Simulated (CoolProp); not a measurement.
CH3F (R41) along the isotherm 384.1 K: density (kg/m³) from the reference equation and from simpler models built on Tc = 317.3 K, pc = 5.906 MPa, ω = 0.200; each cubic takes its own stable root.

Values from CoolProp's reference Helmholtz-energy equation of state, Lemmon 2006. It is a short technical equation, of lower accuracy than the large ones.

```
p (MPa)          phase  reference
-------  -------------  ---------
0.923              gas      10.17
1.85               gas      21.11
2.77               gas      32.78
3.69               gas      45.37
4.61               gas      59.00
5.54               gas      73.98
6.46     supercritical      90.15
7.38     supercritical      107.8
8.31     supercritical      127.4
9.23     supercritical      148.6
10.2     supercritical      173.0
11.1     supercritical      197.4
12       supercritical      223.1
12.9     supercritical      249.5
13.8     supercritical      275.8
14.8     supercritical      303.9
```

Q: How far does each simpler model (van der Waals, Redlich-Kwong, Peng-Robinson) lie from the reference over these 16 states: mean and median of the absolute difference, and the worst?

A: 
- van der Waals: mean 2.6 %, median 1.2 %, worst -8.5 % at 384.1 K and 14.8 MPa
- Redlich-Kwong: mean 2.4 %, median 1.1 %, worst -9.3 % at 384.1 K and 14.8 MPa
- Peng-Robinson: mean 3.9 %, median 2.1 %, worst -12.4 % at 384.1 K and 14.8 MPa
